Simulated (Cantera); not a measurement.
Charge: 1 mol Si, 7.1 mol H2, equilibrated at 10000 Pa.

Equilibrium computed with Cantera from the NASA thermochemical tables; the gas is ideal and each condensed phase is pure. Candidate condensed phases: Si; 9 gas species. Gases not in the tables: Si2H6 and higher silanes. Equilibrium is a limit: real reactors are often held back by kinetics, nucleation or transport.

Which condensed phases are stable at each of these points (T (K)): 500, 600, 700, 800, 900, 1000, 1100, 1200, 1300, 1400, 1500, 1600, 1700?


```tsv
T (K)	condensed phases	Si condensed (%)
500	Si(s)	100.0
600	Si(s)	100.0
700	Si(s)	100.0
800	Si(s)	100.0
900	Si(s)	100.0
1000	Si(s)	100.0
1100	Si(s)	100.0
1200	Si(s)	100.0
1300	Si(s)	100.0
1400	Si(s)	100.0
1500	Si(s)	100.0
1600	Si(s)	100.0
1700	Si(l)	100.0
```

From 500 K to 1600 K the condensed part is Si(s). At 1700 K the condensed part is Si(l).
